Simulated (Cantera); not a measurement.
## Equilibrium for carbothermic reduction: Cu2O + C + CO

Input: 1 mol Cu2O, 4.7 mol C, 0.11 mol CO, held at 5.20 bar.

Equilibrium computed with Cantera from the NASA thermochemical tables; the gas is ideal and each condensed phase is pure. Candidate condensed phases: C, Cu, CuO, Cu2O; 15 gas species. Rates play no part.

From 873 K to 1273 K the condensed part is C(graphite) + Cu(s). From 1473 K to 2673 K the condensed part is C(graphite) + Cu(l).

| T (K) | log p CO | log p CO2 | log p Cu | log p Cu2 | log p C3 | log p C2O | log p C | log p C2 | n C(graphite) | n Cu(s) | n Cu(l) |
|---|---|---|---|---|---|---|---|---|---|---|---|
| 873 | -0.20 | 0.66 | <-11 | <-11 | <-11 | <-11 | <-11 | <-11 | 4.22 | 2.00 | 0 |
| 1073 | 0.54 | 0.23 | -9.62 | <-11 | <-11 | <-11 | <-11 | <-11 | 3.98 | 2.00 | 0 |
| 1273 | 0.70 | -0.74 | -7.08 | <-11 | <-11 | <-11 | <-11 | <-11 | 3.74 | 2.00 | 0 |
| 1473 | 0.71 | -1.64 | -5.29 | -8.77 | <-11 | <-11 | <-11 | <-11 | 3.70 | 0 | 2.00 |
| 1673 | 0.72 | -2.34 | -3.95 | -6.93 | <-11 | -10.06 | <-11 | <-11 | 3.70 | 0 | 2.00 |
| 1873 | 0.72 | -2.88 | -2.91 | -5.50 | <-11 | -8.71 | <-11 | <-11 | 3.70 | 0 | 2.00 |
| 2073 | 0.72 | -3.31 | -2.08 | -4.36 | -9.80 | -7.62 | -9.86 | -10.87 | 3.70 | 0 | 2.00 |
| 2273 | 0.71 | -3.66 | -1.40 | -3.44 | -8.00 | -6.72 | -8.27 | -9.05 | 3.70 | 0 | 1.99 |
| 2473 | 0.70 | -3.97 | -0.83 | -2.67 | -6.49 | -5.98 | -6.94 | -7.53 | 3.70 | 0 | 1.97 |
| 2673 | 0.68 | -4.26 | -0.35 | -2.02 | -5.21 | -5.37 | -5.81 | -6.23 | 3.70 | 0 | 1.89 |
log p: log10 of the partial pressure in bar; n: condensed amount in mol.
